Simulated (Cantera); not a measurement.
Feed: 1 mol Si2Cl6, 15 mol NH3, 1.2 mol N2, at 1500 K and 10000 Pa.

Method: chemical equilibrium by Gibbs-energy minimisation in Cantera with the NASA 1993 tables (ideal gas, pure condensed phases). Candidate condensed phases: NH4Cl, Si, Si3N4; 28 gas species. The feed counts by its element totals alone. The tables' values for SiCl3 are old estimates; treat these amounts as uncertain. Rates play no part.

Base state: H2 0.596, N2 0.226, HCl 0.174, SiCl2 0.00267, SiCl3 0.000475, SiCl4 0.000268, SiHCl3 9.50e-5, H 4.30e-5 (mole fractions); condensed: Si3N4(s).

Task: What changes in the equilibrium state with this change: pressure from 10000 Pa to 12.0 Pa?

Result: 
```
species         before    after
-------------  -------  -------
H2               0.596    0.612
N2               0.226    0.254
HCl              0.174   0.0899
SiCl2          0.00267   0.0424
Si             1.72e-9  8.77e-5
SiCl           8.97e-8  8.06e-5
Si3N4(s), mol    0.628        0
Si(s), mol           0    0.538
```
The tables' values for SiCl3, SiCl are old estimates; treat these amounts as uncertain.

Task: What changes in the equilibrium state with this change: N2 from 1.2 to 37 mol?

Result: 
```tsv
species	before	after
N2	0.226	0.629
H2	0.596	0.285
HCl	0.174	0.0855
SiCl2	0.00267	0.000683
SiHCl3	9.50e-5	1.19e-5
SiCl4	0.000268	3.46e-5
SiCl3	0.000475	8.63e-5
Si3N4(s), mol	0.628	0.648
```
